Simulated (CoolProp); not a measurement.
Computed with CoolProp (reference Helmholtz-energy equation of state, Thol 2019).

Q: Give the vapour pressure (bar), enthalpy of vaporisation (kJ/kg), surface tension (mN/m) of saturated tetradecamethylhexasiloxane (MD4M) at 189.35, 202.55 °C.

A: 
```tsv
T (°C)	p (bar)	enthalpy of vaporisation (kJ/kg)	surface tension (mN/m)
189.35	0.156	121	7.91
202.55	0.235	117	7.19
```

Surface tension comes from a separate correlation (Mulero 2014), older than this fluid's equation and unchecked against measurements.
